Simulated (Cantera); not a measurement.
An isothermal, constant-pressure homogeneous reactor starts with H2 : O2 : N2 = 1.8 : 1 : 2.2 (molar parts), equivalence ratio 0.90, at 975 K and 10000 Pa.

Cantera simulation using the H2/O2 subset of GRI-Mech 3.0, which has no nitrogen chemistry; the numbers are that mechanism's predictions, not measurements. Radical loss at walls, strong at low pressure, is not modelled. The temperature is held fixed by assumption; the heat of reaction is taken as removed at once.

One state of this run: x H2 = 1.05e-6; x O2 = 0.0244; x OH = 3.64e-6; x H = 1.98e-9; x HO2 = 2.71e-8; x H2O = 0.439. x: mole fraction; the columns are a selection and need not sum to one.

Problem. Which value of t (s) does it belong to?
(A) 0.00632
(B) 0.0216
(C) 2.93
(D) 0.858

Solution. D, 0.858
